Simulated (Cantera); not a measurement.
Stirred combustor or abatement burner

A perfectly stirred reactor is fed with 8.09 % CH4, 0.332 % CO, 19.3 % O2, 72.3 % N2, equivalence ratio 0.85, at 9000 Torr; it is adiabatic with a 448 K inlet, and is followed from long to short residence time, starting on the burning branch (τ in s: 0.03, 0.013, 0.0056, 0.0024, 0.0011, 0.00046, 0.0002, 8.6e-05, 3.7e-05, 1.6e-05, 7e-06).

Model: GRI-Mech 3.0 (53 species, 325 reactions), integrated in Cantera. The pressure lies above the range GRI-Mech 3.0 was tuned for (to about 10 atm).

```json
[
 {"τ (s)": "0.030", "T (K)": "2190", "x CH4": "2.16e-6", "x CO": "0.000904", "x O2": "0.0286", "x HCN": "1.38e-7", "x H2": "0.000320", "x NO": "0.00105", "x C2H4": "1.18e-10"},
 {"τ (s)": "0.013", "T (K)": "2189", "x CH4": "4.79e-6", "x CO": "0.00102", "x O2": "0.0289", "x HCN": "1.75e-7", "x H2": "0.000348", "x NO": "0.000591", "x C2H4": "5.77e-10"},
 {"τ (s)": "0.0056", "T (K)": "2187", "x CH4": "1.04e-5", "x CO": "0.00127", "x O2": "0.0292", "x HCN": "2.19e-7", "x H2": "0.000409", "x NO": "0.000333", "x C2H4": "2.64e-9"},
 {"τ (s)": "0.0024", "T (K)": "2182", "x CH4": "2.17e-5", "x CO": "0.00178", "x O2": "0.0295", "x HCN": "2.85e-7", "x H2": "0.000532", "x NO": "0.000203", "x C2H4": "1.07e-8"},
 {"τ (s)": "0.0011", "T (K)": "2173", "x CH4": "4.06e-5", "x CO": "0.00263", "x O2": "0.0300", "x HCN": "3.82e-7", "x H2": "0.000738", "x NO": "0.000143", "x C2H4": "3.40e-8"},
 {"τ (s)": "0.00046", "T (K)": "2155", "x CH4": "7.89e-5", "x CO": "0.00426", "x O2": "0.0310", "x HCN": "5.52e-7", "x H2": "0.00113", "x NO": "0.000107", "x C2H4": "1.07e-7"},
 {"τ (s)": "0.00020", "T (K)": "2128", "x CH4": "0.000149", "x CO": "0.00681", "x O2": "0.0326", "x HCN": "8.02e-7", "x H2": "0.00171", "x NO": "8.46e-5", "x C2H4": "2.96e-7"},
 {"τ (s)": "8.6e-5", "T (K)": "2085", "x CH4": "0.000297", "x CO": "0.0110", "x O2": "0.0353", "x HCN": "1.18e-6", "x H2": "0.00258", "x NO": "6.39e-5", "x C2H4": "8.56e-7"},
 {"τ (s)": "3.7e-5", "T (K)": "2012", "x CH4": "0.000701", "x CO": "0.0182", "x O2": "0.0405", "x HCN": "1.73e-6", "x H2": "0.00383", "x NO": "3.97e-5", "x C2H4": "3.33e-6"},
 {"τ (s)": "1.6e-5", "T (K)": "448", "x CH4": "0.0809", "x CO": "0.00332", "x O2": "0.193", "x HCN": "<1e-12", "x H2": "<1e-12", "x NO": "<1e-12", "x C2H4": "<1e-12"},
 {"τ (s)": "7.0e-6", "T (K)": "448", "x CH4": "0.0809", "x CO": "0.00332", "x O2": "0.193", "x HCN": "<1e-12", "x H2": "<1e-12", "x NO": "<1e-12", "x C2H4": "<1e-12"}
]
```
x: mole fraction; the columns are a selection and need not sum to one.
